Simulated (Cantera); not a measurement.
## Chemical vapour transport: Si + Cl2 + N2 + H2O

Charge: 1 mol Si, 0.061 mol Cl2, 0.66 mol N2, 0.2 mol H2O, held at 0.100 bar.

These are equilibrium values from Cantera (NASA tables, ideal gas, pure condensed phases), not measurements of a reactor. Candidate condensed phases: H2O, NH4Cl, Si, SiO2, Si2N2O, Si3N4; 47 gas species. N2 is the only nitrogen source here; it is nearly inert below about 1500 K, so the nitride shown seldom forms there in practice. Mutual solubility and eutectic melting of coexisting phases are not modelled. The tables' values for SiCl3, SiCl are old estimates; treat these amounts as uncertain. The numbers say what is thermodynamically allowed, not how fast it happens.

```
T (K)   x H2  x HCl   x N2   x SiCl2   x SiCl4   x SiCl3  x SiHCl3     x SiO  n Si2N2O(s)  n Si3N4(s)
-----  -----  -----  -----  --------  --------  --------  --------  --------  -----------  ----------
998    0.471  0.312  0.200   2.88e-7    0.0175   1.43e-5  0.000183    <1e-12        0.200       0.198
1073   0.466  0.320  0.198   2.88e-6    0.0152   5.23e-5  0.000271    <1e-12        0.200       0.198
1148   0.462  0.327  0.197   2.11e-5    0.0133  0.000159  0.000377    <1e-12        0.200       0.199
1223   0.459  0.332  0.196  0.000119    0.0117  0.000418  0.000498  3.08e-11        0.200       0.199
1298   0.457  0.335  0.196  0.000544    0.0102  0.000962  0.000626  8.42e-10        0.200       0.199
1373   0.457  0.334  0.196   0.00204   0.00860   0.00195  0.000744   1.59e-8        0.200       0.199
1448   0.458  0.327  0.198   0.00634   0.00675   0.00341  0.000809   2.19e-7        0.200       0.198
1523   0.462  0.309  0.203    0.0160   0.00457   0.00495  0.000768   2.31e-6        0.200       0.197
1598   0.470  0.278  0.210    0.0324   0.00251   0.00573  0.000609   1.93e-5        0.200       0.195
1673   0.481  0.237  0.220    0.0535   0.00111   0.00534  0.000404  0.000132        0.200       0.193
1748   0.493  0.195  0.231    0.0752  0.000421   0.00421  0.000235  0.000763        0.200       0.191
```
x: gas mole fraction; n: condensed amount in mol.

From 998 K to 1748 K the condensed part is Si2N2O(s) + Si3N4(s). The main Si-bearing gas is SiCl4 at 998 K and SiCl2 at 1748 K.
